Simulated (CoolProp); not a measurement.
Saturation properties of water (Tc = 647.1 K, pc = 220.6 bar, ω = 0.344).

Computed with CoolProp (reference Helmholtz-energy equation of state, Wagner 2002).

| T (K) | p (bar) | vapour density (kg/m³) | liquid cp (kJ/(kg K)) | surface tension (mN/m) | vapour viscosity (µPa s) |
|---|---|---|---|---|---|
| 424.5 | 4.936 | 2.636 | 4.311 | 48.4 | 14.0 |
| 440.9 | 7.500 | 3.914 | 4.360 | 44.8 | 14.6 |
| 457.3 | 11.02 | 5.646 | 4.422 | 41.1 | 15.1 |
| 473.6 | 15.70 | 7.933 | 4.498 | 37.4 | 15.7 |
| 490 | 21.83 | 10.94 | 4.594 | 33.6 | 16.2 |
| 506.4 | 29.68 | 14.84 | 4.714 | 29.8 | 16.8 |
| 522.8 | 39.53 | 19.85 | 4.866 | 25.9 | 17.4 |
| 539.2 | 51.71 | 26.27 | 5.066 | 22.1 | 18.0 |

It boils at 373.1 K under 1 atm.

Viscosity comes from a separate model (Huber 2009). Surface tension comes from a separate correlation (Mulero 2012).
